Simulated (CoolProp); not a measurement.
R404A along the isobar 1.2 MPa: density (kg/m³) from the reference equation and from simpler models built on Tc = 345.3 K, pc = 3.735 MPa, ω = 0.293; each cubic takes its own stable root.

Computed with CoolProp (reference Helmholtz-energy equation of state, Lemmon 2003). It is a pseudo-pure fit of the blend.

| T (K) | phase | reference | van der Waals | Redlich-Kwong | Soave-Redlich-Kwong |
|---|---|---|---|---|---|
| 266.1 | liquid | 1180 | 67.99 | 970.4 | 1023 |
| 279.8 | liquid | 1127 | 62.12 | 912.7 | 967.2 |
| 320.8 | gas | 52.99 | 50.35 | 51.74 | 52.15 |
| 334.5 | gas | 49.19 | 47.53 | 48.49 | 48.63 |
| 348.2 | gas | 46.10 | 45.05 | 45.72 | 45.69 |
| 361.9 | gas | 43.50 | 42.86 | 43.32 | 43.18 |
| 375.5 | gas | 41.27 | 40.91 | 41.23 | 41.00 |
| 389.2 | gas | 39.31 | 39.14 | 39.35 | 39.07 |
| 402.9 | gas | 37.57 | 37.53 | 37.66 | 37.35 |
| 416.6 | gas | 36.01 | 36.07 | 36.14 | 35.80 |
| 430.3 | gas | 34.59 | 34.72 | 34.75 | 34.40 |
| 444 | gas | 33.30 | 33.48 | 33.47 | 33.12 |
| 457.6 | gas | 32.13 | 32.34 | 32.31 | 31.95 |
| 471.3 | gas | 31.04 | 31.28 | 31.22 | 30.86 |

At some of these states van der Waals gives the other phase, because its saturation line lies elsewhere.
